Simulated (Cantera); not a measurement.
Input: 1 mol C2H4, 0.087 mol CO2, 7 mol H2, at 1.00 Torr.

Cantera equilibrium calculation (NASA polynomials, part measured and part estimated; ideal gas, pure solids and liquids). Candidate condensed phases: C, C6H6, C7H8, C8H18, H2O; 110 gas species. The numbers say what is thermodynamically allowed, not how fast it happens.

log p: log10 of the partial pressure in bar; n: condensed amount in mol.

```
T (K)  log p H2  log p H  log p CO  log p C2H2 (acetylene)  log p C2H  log p C3  log p C  n C(graphite)
-----  --------  -------  --------  ----------------------  ---------  --------  -------  -------------
1773      -2.89    -4.99     -4.60                   -6.74          …    -13.30   -12.91           1.91
1823      -2.89    -4.81     -4.60                   -6.56          …    -12.64   -12.33           1.91
1873      -2.89    -4.64     -4.60                   -6.40          …    -12.01   -11.79           1.91
1923      -2.89    -4.47     -4.60                   -6.24          …    -11.41   -11.27           1.90
1973      -2.90    -4.32     -4.60                   -6.09          …    -10.85   -10.77           1.90
2023      -2.91    -4.17     -4.61                   -5.96          …    -10.31   -10.30           1.90
2073      -2.92    -4.04     -4.61                   -5.83          …     -9.80    -9.86           1.89
2123      -2.93    -3.91     -4.62                   -5.71          …     -9.32    -9.43           1.88
2173      -2.94    -3.79     -4.62                   -5.60          …     -8.86    -9.03           1.88
2223      -2.96    -3.67     -4.63                   -5.50          …     -8.42    -8.64           1.86
2273      -2.98    -3.57     -4.64                   -5.41          …     -8.00    -8.27           1.85
2323      -3.01    -3.47     -4.66                   -5.33          …     -7.59    -7.92           1.84
2373      -3.05    -3.38     -4.67                   -5.26          …     -7.21    -7.58           1.82
```

**Question.** Fill in the missing entries.

**Answer.** 
- 1773, log p C2H: -10.95
- 1823, log p C2H: -10.50
- 1873, log p C2H: -10.07
- 1923, log p C2H: -9.66
- 1973, log p C2H: -9.28
- 2023, log p C2H: -8.92
- 2073, log p C2H: -8.57
- 2123, log p C2H: -8.25
- 2173, log p C2H: -7.94
- 2223, log p C2H: -7.64
- 2273, log p C2H: -7.37
- 2323, log p C2H: -7.11
- 2373, log p C2H: -6.86
